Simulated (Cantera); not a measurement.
An isothermal, constant-pressure homogeneous reactor starts with 10.6 % C₂H₆, 89.4 % N₂, at 1223 K and 1.01 bar.

Computed with Cantera and GRI-Mech 3.0 (53 species, 325 reactions). GRI-Mech 3.0 stops at C3 and has no aromatics, soot or wall deposition, so with more carbon than oxygen in the feed, carbon stays in small species such as C2H2 where larger ones or solid carbon would form.

x: mole fraction; the columns are a selection and need not sum to one.

| t (s) | x C₂H₆ | x CH₃ | x H₂ | x H | x C₂H₂ |
|---|---|---|---|---|---|
| 2.00e-6 | 0.106 | 8.23e-7 | 1.72e-9 | 5.00e-10 | <1e-12 |
| 7.43e-6 | 0.106 | 2.89e-6 | 6.21e-8 | … | <1e-12 |
| 2.76e-5 | 0.106 | 8.74e-6 | 2.86e-6 | … | 5.82e-12 |
| 0.000102 | 0.106 | 1.75e-5 | 9.94e-5 | … | 6.78e-9 |
| 0.000381 | 0.104 | 3.18e-5 | 0.00150 | … | 1.83e-6 |
| 0.00141 | 0.0958 | 3.35e-5 | 0.00853 | … | 6.15e-5 |
| 0.00525 | 0.0681 | 2.76e-5 | 0.0314 | … | 0.000779 |
| 0.0195 | 0.0178 | 1.34e-5 | 0.0748 | … | 0.00554 |
| 0.0725 | 0.00145 | 3.64e-6 | 0.0956 | … | 0.0161 |
| 0.269 | 0.000675 | 2.60e-6 | 0.106 | … | 0.0287 |
| 1.00 | 0.000525 | 2.64e-6 | 0.112 | … | 0.0402 |

Q: Some entries are withheld; supply them.

A: 
- 7.43e-6, x H: 6.05e-9
- 2.76e-5, x H: 7.34e-8
- 0.000102, x H: 5.92e-7
- 0.000381, x H: 1.63e-6
- 0.00141, x H: 1.87e-6
- 0.00525, x H: 2.18e-6
- 0.0195, x H: 2.47e-6
- 0.0725, x H: 1.13e-6
- 0.269, x H: 8.24e-7
- 1.00, x H: 7.13e-7
